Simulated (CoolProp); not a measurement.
Vapour pressure (MPa) of CF4 (R14): the reference equation beside estimates from Tc = 227.4 K, pc = 3.762 MPa, ω = 0.178.

Values from CoolProp's reference Helmholtz-energy equation of state, Platzer 1990. This equation is an older, rougher fit; its heat capacities, sound speeds and derivatives of the liquid may be far off and weren't checked against measurements.

| T (K) | reference | van der Waals | Redlich-Kwong | Soave-Redlich-Kwong |
|---|---|---|---|---|
| 177.7 | 0.6344 | 1.293 | 0.7813 | 0.6446 |
| 181.1 | 0.7376 | 1.413 | 0.8961 | 0.7503 |
| 184.5 | 0.8527 | 1.539 | 1.022 | 0.8683 |
| 188 | 0.9845 | 1.676 | 1.164 | 1.003 |
| 191.4 | 1.126 | 1.817 | 1.314 | 1.149 |
| 194.8 | 1.283 | 1.965 | 1.477 | 1.309 |
| 198.3 | 1.460 | 2.124 | 1.658 | 1.490 |
| 201.7 | 1.649 | 2.287 | 1.847 | 1.683 |
| 205.1 | 1.855 | 2.457 | 2.051 | 1.893 |
| 208.6 | 2.088 | 2.640 | 2.276 | 2.128 |
| 212 | 2.334 | 2.825 | 2.509 | 2.376 |
| 215.4 | 2.602 | 3.018 | 2.758 | 2.644 |

Absolute difference from the reference over all 12 rows, mean and median: van der Waals 53.4 and 49.3 %, Redlich-Kwong 14.4 and 14.3 %, Soave-Redlich-Kwong 1.9 and 1.9 %.
